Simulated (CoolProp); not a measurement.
Vapour pressure (MPa) of carbon monoxide: the reference equation beside estimates from Tc = 132.9 K, pc = 3.498 MPa, ω = 0.050. Clausius-Clapeyron is anchored at 93.4 K with a constant enthalpy of vaporisation of 5.505 kJ/mol.

Model: reference Helmholtz-energy equation of state, Lemmon 2006, in CoolProp. It is a short technical equation, of lower accuracy than the large ones.

| T (K) | reference | Lee-Kesler | Clausius-Clapeyron | van der Waals | Redlich-Kwong | Soave-Redlich-Kwong | Peng-Robinson |
|---|---|---|---|---|---|---|---|
| 93.4 | 0.3224 | 0.3228 | 0.3224 | 0.7167 | 0.3171 | 0.3228 | 0.3237 |
| 96.5 | 0.4162 | 0.4167 | 0.4048 | 0.8444 | 0.4146 | 0.4175 | 0.4173 |
| 99.5 | 0.5245 | 0.5250 | 0.4979 | 0.9811 | 0.5276 | 0.5271 | 0.5255 |
| 102.5 | 0.6520 | 0.6524 | 0.6050 | 1.131 | 0.6608 | 0.6563 | 0.6530 |
| 105.6 | 0.8058 | 0.8058 | 0.7313 | 1.301 | 0.8214 | 0.8124 | 0.8072 |
| 108.6 | 0.9779 | 0.9773 | 0.8696 | 1.480 | 1.001 | 0.9872 | 0.9800 |
| 111.7 | 1.182 | 1.180 | 1.030 | 1.681 | 1.212 | 1.195 | 1.185 |
| 114.7 | 1.407 | 1.404 | 1.203 | 1.890 | 1.444 | 1.423 | 1.412 |
| 117.7 | 1.661 | 1.657 | 1.393 | 2.115 | 1.704 | 1.681 | 1.668 |
| 120.8 | 1.956 | 1.952 | 1.610 | 2.364 | 2.004 | 1.979 | 1.966 |
| 123.8 | 2.277 | 2.274 | 1.838 | 2.621 | 2.326 | 2.302 | 2.289 |

Absolute difference from the reference over all 11 rows, mean and median: Lee-Kesler 0.1 and 0.1 %, Clausius-Clapeyron 10.5 and 11.1 %, van der Waals 58.0 and 51.3 %, Redlich-Kwong 1.9 and 2.2 %, Soave-Redlich-Kwong 0.8 and 1.0 %, Peng-Robinson 0.3 and 0.3 %.
